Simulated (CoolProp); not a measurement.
Values from CoolProp's reference Helmholtz-energy equation of state, Lemmon 2006. It is a short technical equation, of lower accuracy than the large ones.

Q: For acetone, give the phase and the cp (kJ/(kg K)), cv (kJ/(kg K)), Joule-Thomson coefficient (K/MPa), fugacity coefficient at -48.25 °C and 5.47 bar; 59.25 °C and 33.2 bar.

A: 
- -48.25 °C and 5.47 bar: liquid; cp 2.02, cv 1.46, Joule-Thomson coefficient -0.416, fugacity coefficient 0.000693
- 59.25 °C and 33.2 bar: liquid; cp 2.23, cv 1.61, Joule-Thomson coefficient -0.291, fugacity coefficient 0.0352
